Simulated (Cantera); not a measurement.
Charge: 1 mol CH3SiCl3, 0.0091 mol C3H8, 59 mol H2, equilibrated at 1.33 mbar.

Cantera equilibrium calculation (NASA polynomials, part measured and part estimated; ideal gas, pure solids and liquids). Candidate condensed phases: C, C6H6, C7H8, C8H18, Si, SiC; 109 gas species. The feed counts by its element totals alone. The numbers say what is thermodynamically allowed, not how fast it happens. All values below are at 1102 °C.

Base state: H2 0.952, HCl 0.0483, H 9.15e-5, SiCl2 3.02e-5 (mole fractions); condensed: C(graphite) + SiC(s).

### Question
What changes in the equilibrium state with this change: pressure from 1.33 mbar to 1.00 bar?

### Answer
```tsv
species	before	after
H2	0.952	0.951
HCl	0.0483	0.0474
CH4	6.01e-6	0.000811
SiCl2	3.02e-5	0.000162
SiH2Cl2	3.84e-9	1.54e-5
SiHCl3	2.06e-8	8.13e-5
SiCl4	1.64e-8	6.35e-5
C(graphite), mol	0.0286	0
SiC(s), mol	0.998	0.977
```
The tables' values for SiCl3 are old estimates; treat these amounts as uncertain.

### Question
What changes in the equilibrium state with this change: pressure from 1.33 mbar to 87.0 mbar?

### Answer
| species | before | after |
|---|---|---|
| H2 | 0.952 | 0.951 |
| HCl | 0.0483 | 0.0483 |
| CH4 | 6.01e-6 | 0.000392 |
| H | 9.15e-5 | 1.13e-5 |
| SiCl2 | 3.02e-5 | 3.02e-5 |
| C(graphite), mol | 0.0286 | 0.00497 |
| SiC(s), mol | 0.998 | 0.998 |
